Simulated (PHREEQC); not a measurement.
1 kg of water holding 0.17 mol/kgw K2SO4 and 0.27 mol/kgw Na2SO4 is evaporated at 40 °C; the solids stay in contact with the brine. No CO2 enters from the air. Only these solids could form: Arcanite, Glaserite, Mirabilite, Misenite, Thenardite.

All values are PHREEQC results (Pitzer model, pitzer.dat), not measurements.

```json
[
 {"water left (kg)": "1", "ionic strength": "1.32", "water activity": "0.984", "Glaserite (mol)": "0", "Thenardite (mol)": "0", "Na in solution (mol/kgw)": "0.540"},
 {"water left (kg)": "0.8219", "ionic strength": "1.61", "water activity": "0.980", "Glaserite (mol)": "0", "Thenardite (mol)": "0", "Na in solution (mol/kgw)": "(withheld)"},
 {"water left (kg)": "0.5552", "ionic strength": "2.38", "water activity": "0.972", "Glaserite (mol)": "0", "Thenardite (mol)": "0", "Na in solution (mol/kgw)": "(withheld)"},
 {"water left (kg)": "0.4563", "ionic strength": "2.89", "water activity": "0.967", "Glaserite (mol)": "0", "Thenardite (mol)": "0", "Na in solution (mol/kgw)": "1.18"},
 {"water left (kg)": "0.375", "ionic strength": "3.52", "water activity": "0.960", "Glaserite (mol)": "0", "Thenardite (mol)": "0", "Na in solution (mol/kgw)": "1.44"},
 {"water left (kg)": "0.2533", "ionic strength": "5.21", "water activity": "0.943", "Glaserite (mol)": "0", "Thenardite (mol)": "0", "Na in solution (mol/kgw)": "2.13"},
 {"water left (kg)": "0.2082", "ionic strength": "5.74", "water activity": "0.937", "Glaserite (mol)": "0.0209", "Thenardite (mol)": "0", "Na in solution (mol/kgw)": "(withheld)"},
 {"water left (kg)": "0.1711", "ionic strength": "6.30", "water activity": "0.931", "Glaserite (mol)": "0.0402", "Thenardite (mol)": "0", "Na in solution (mol/kgw)": "2.92"},
 {"water left (kg)": "0.1407", "ionic strength": "7.02", "water activity": "0.923", "Glaserite (mol)": "0.0555", "Thenardite (mol)": "0", "Na in solution (mol/kgw)": "3.44"},
 {"water left (kg)": "0.09502", "ionic strength": "9.01", "water activity": "0.901", "Glaserite (mol)": "0.0773", "Thenardite (mol)": "0", "Na in solution (mol/kgw)": "4.87"},
 {"water left (kg)": "0.07809", "ionic strength": "10.4", "water activity": "(withheld)", "Glaserite (mol)": "0.0849", "Thenardite (mol)": "0", "Na in solution (mol/kgw)": "5.83"},
 {"water left (kg)": "0.06418", "ionic strength": "12.1", "water activity": "0.865", "Glaserite (mol)": "0.0908", "Thenardite (mol)": "0.000238", "Na in solution (mol/kgw)": "6.99"},
 {"water left (kg)": "0.04335", "ionic strength": "12.1", "water activity": "0.865", "Glaserite (mol)": "0.0981", "Thenardite (mol)": "0.0694", "Na in solution (mol/kgw)": "6.99"},
 {"water left (kg)": "0.03564", "ionic strength": "12.1", "water activity": "0.865", "Glaserite (mol)": "0.101", "Thenardite (mol)": "0.0950", "Na in solution (mol/kgw)": "6.99"}
]
```

Some entries are withheld; supply them.


- 0.8219, Na in solution (mol/kgw): 0.657
- 0.5552, Na in solution (mol/kgw): 0.973
- 0.2082, Na in solution (mol/kgw): 2.49
- 0.07809, water activity: 0.885

At this temperature some constants are extrapolated from 25 °C, and those without enthalpy data are left unchanged.
